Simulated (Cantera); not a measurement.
Cantera run:

```python
import numpy as np
import cantera as ct

gas_names = """
    AL ALCL ALCL2 ALCL3 ALN AL2 AL2CL6 CL CL2 N N2
""".split()
cond_names = """
    AL(cr) AL(L) ALCL3(s) ALCL3(L) ALN(s)
""".split()


def load(file, names, dense=False):
    # The tables refer to 1 bar. Condensed volumes are neglected.
    table = {s.name: s for s in ct.Species.list_from_file(file)}
    out = []
    for n in names:
        d = dict(table[n].input_data)
        d["thermo"] = dict(d["thermo"], **{"reference-pressure": 1e5})
        if dense:
            d["equation-of-state"] = {"model": "constant-volume", "density": "1e6 g/cm^3"}
        out.append(ct.Species.from_dict(d))
    return out


gas = ct.Solution(thermo="ideal-gas", species=load("nasa_gas.yaml", gas_names))
cond = {s.name: ct.Solution(thermo="fixed-stoichiometry", species=[s], name=s.name)
        for s in load("nasa_condensed.yaml", cond_names, dense=True)}
atoms = {
    'AlCl3': {'AL': 1, 'CL': 3},
    'N2': {'N': 2},
}
top_T = {'ALN(s)': 2750}  # K; cautious upper limits of use, not melting points


def equilibrate(T, P, feed):
    n = {}
    for name, mol in feed.items():
        for a, k in atoms[name].items():
            n[a] = n.get(a, 0.0) + k * mol
    gas.TPX = T, P, n
    mass = sum(n.values()) * gas.mean_molecular_weight
    gas.equilibrate("TP")
    valid = [c for c in cond.values() if c.min_temp <= T <= top_T.get(c.name, c.max_temp)]
    mix = ct.Mixture([(gas, mass / gas.mean_molecular_weight)] + [(c, 0.0) for c in valid])
    mix.T, mix.P = T, P
    mix.equilibrate("TP", solver="vcs", rtol=1e-11, max_steps=5000)
    return mix


results = []
feed = {'AlCl3': 1, 'N2': 19}  # mol
T = 2150  # K
P = 100000  # Pa
mix = equilibrate(T, P, feed)
results.append((T, P, feed, dict(zip(mix.species_names, mix.species_moles))))
x = sorted(zip(gas.X, gas.species_names), reverse=True)
print(f"T = {T:g} K  P = {P:g} Pa  gas = {mix.phase_moles(0):.4g} mol")
print("   x: " + "  ".join(f"{s} {v:.3e}" for v, s in x if v > 0.001))
print("   condensed (mol): " + ("  ".join(f"{mix.phase(i).name} {mix.phase_moles(i):.4g}"
      for i in range(1, mix.n_phases) if mix.phase_moles(i) > 1e-12) or "none"))
```

It prints:

```
T = 2150 K  P = 100000 Pa  gas = 20.14 mol
   x: N2 9.432e-01  ALCL3 4.342e-02  CL 7.106e-03  ALCL2 5.284e-03
   condensed (mol): none
```

Equilibrium computed with Cantera from the NASA thermochemical tables; the gas is ideal and each condensed phase is pure. The tables' values for AlCl2 are old estimates; treat these amounts as uncertain.
